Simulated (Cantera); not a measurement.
Feed: 1 mol CO, 94 mol H2, 0.23 mol N2, held at 1 atm.

These are equilibrium values from Cantera (NASA tables, ideal gas, pure condensed phases), not measurements of a reactor. Candidate condensed phases: C, C6H6, C7H8, C8H18, H2O; 136 gas species. Equilibrium is a limit: real reactors are often held back by kinetics, nucleation or transport. All values below are at 1127 °C.

Base state: H2 0.987, CO 0.0101, N2 0.00241, H2O 0.000401, CH4 0.000400 (mole fractions); condensed: gas only.

Q: What changes in the equilibrium state with this change: CO replaced by toluene?

A: 
```csv
species,before,after
H2,0.987,0.993
CH4,0.000400,0.00432
N2,0.00241,0.00234
CO,0.0101,0
H2O,0.000401,0
HCN,2.27e-6,2.39e-5
"C(graphite), mol",0,6.57
```
